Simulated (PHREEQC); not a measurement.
1 kg of water holding 0.3 mol/kgw NaHCO3 meets 20 L of dry gas (H2 0.86, N2 0.14 by moles) at fixed total pressure, at 25 °C; fugacities by Peng-Robinson. The gases take part in no redox reaction, some water evaporates into the gas, and hydrates or a liquid gas phase aren't modelled. Precipitation was switched off in this run.

The numbers come from PHREEQC with the ion-association model, phreeqc.dat.

```tsv
P (atm)	dissolved H2 (mol/kgw)	φ of H2	p of H2 (atm)	dissolved N2 (mol/kgw)	φ of N2	p of N2 (atm)
2	0.00126	1.000	1.69	0.000172	1.000	0.276
5	0.00316	1.001	4.27	0.000433	0.999	0.696
10	0.00632	1.003	8.57	0.000862	0.998	1.40
20	0.0125	1.006	17.2	0.00170	0.996	2.80
30	0.0187	1.008	25.8	0.00252	0.995	4.20
40	0.0247	1.011	34.4	0.00332	0.993	5.60
50	0.0306	1.014	43.0	0.00410	0.992	7.00
75	0.0449	1.022	64.5	0.00596	0.991	10.5
100	0.0587	1.031	86.0	0.00771	0.991	14.0
150	0.0846	1.050	129	0.0110	0.996	21.0
200	0.109	1.071	172	0.0139	1.006	28.0
300	0.151	1.118	258	0.0191	1.038	42.0
400	0.189	1.171	344	0.0236	1.085	56.0
```

Species that the database lacks are ignored.
